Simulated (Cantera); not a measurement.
Input: 1 mol SiF4, a varied amount of H2, held at 2323.15 K and 0.0100 bar.

Cantera equilibrium calculation (NASA polynomials, part measured and part estimated; ideal gas, pure solids and liquids). Candidate condensed phases: Si; 25 gas species. The tables' values for SiF2, SiF, SiF3 are old estimates; treat these amounts as uncertain. Gases not in the tables: Si2H6 and higher silanes. Equilibrium is a limit: real reactors are often held back by kinetics, nucleation or transport.

x: gas mole fraction; nothing condenses.

```
n(H2) (mol)   x H2    x H     x HF      x Si    x SiF2     x SiF
-----------  -----  -----  -------  --------  --------  --------
180          0.874  0.102   0.0193   0.00406  0.000491  0.000468
250          0.880  0.102   0.0143   0.00315  0.000208  0.000268
340          0.884  0.102   0.0107   0.00243   8.98e-5  0.000155
470          0.887  0.103  0.00786   0.00182   3.60e-5   8.46e-5
650          0.890  0.103      ___       ___   1.41e-5   4.56e-5
910          0.892  0.103      ___       ___   5.26e-6   2.37e-5
1300         0.893  0.103  0.00290  0.000688   1.84e-6   1.18e-5
```

Task: Fill in the missing entries.

Result: 
- 650, x HF: 0.00574
- 650, x Si: 0.00134
- 910, x HF: 0.00412
- 910, x Si: 0.000973
